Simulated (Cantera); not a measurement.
Feed: 1 mol SiHCl3, 0.31 mol C2H2, 48 mol H2, at 2125 K and 0.100 bar.

Cantera equilibrium calculation (NASA polynomials, part measured and part estimated; ideal gas, pure solids and liquids). Candidate condensed phases: C, C6H6, C7H8, C8H18, Si, SiC; 109 gas species. The tables' values for SiCl, SiCl3 are old estimates; treat these amounts as uncertain. Gases not in the tables: Si2H6 and higher silanes. The numbers say what is thermodynamically allowed, not how fast it happens.

Base state: H2 0.933, HCl 0.0485, H 0.0111, SiCl2 0.00490, Si 0.00162, SiCl 0.000433, Cl 0.000423, SiH 0.000254 (mole fractions); condensed: SiC(s).

**Question.** What changes in the equilibrium state with this change: temperature from 2125 K to 1023 K?

**Answer.** 
| species | before | after |
|---|---|---|
| H2 | 0.933 | 0.961 |
| HCl | 0.0485 | 0.0310 |
| SiCl4 | 2.74e-8 | 0.00596 |
| H | 0.0111 | 1.28e-8 |
| Si | 0.00162 | <1e-9 |
| SiCl | 0.000433 | <1e-9 |
| SiC(s), mol | 0.615 | 0.614 |
The tables' values for SiCl3 are old estimates; treat these amounts as uncertain.

**Question.** What changes in the equilibrium state with this change: SiHCl3 replaced by SiH4?

**Answer.** 
```csv
species,before,after
H2,0.933,0.986
H,0.0111,0.0114
Si,0.00162,0.00174
HCl,0.0485,0
SiCl2,0.00490,0
SiCl,0.000433,0
Cl,0.000423,0
SiCl3,1.18e-5,0
Si2,2.08e-5,2.39e-5
SiH2,0.000180,0.000204
"SiC(s), mol",0.615,0.615
"Si(l), mol",0,0.262
```
Mutual solubility and eutectic melting of coexisting phases are not modelled.

**Question.** What changes in the equilibrium state with this change: SiHCl3 replaced by SiH2Cl2?

**Answer.** 
| species | before | after |
|---|---|---|
| H2 | 0.933 | 0.950 |
| HCl | 0.0485 | 0.0338 |
| H | 0.0111 | 0.0112 |
| SiCl2 | 0.00490 | 0.00251 |
| SiCl3 | 1.18e-5 | 4.18e-6 |
| Cl | 0.000423 | 0.000292 |
| SiCl | 0.000433 | 0.000321 |
| Si2 | 2.08e-5 | 2.39e-5 |
| C2H2 (acetylene) | 1.29e-5 | 1.14e-5 |
| SiC(s), mol | 0.615 | 0.615 |
| Si(l), mol | 0 | 0.119 |
Mutual solubility and eutectic melting of coexisting phases are not modelled. The tables' values for SiCl are old estimates; treat these amounts as uncertain.
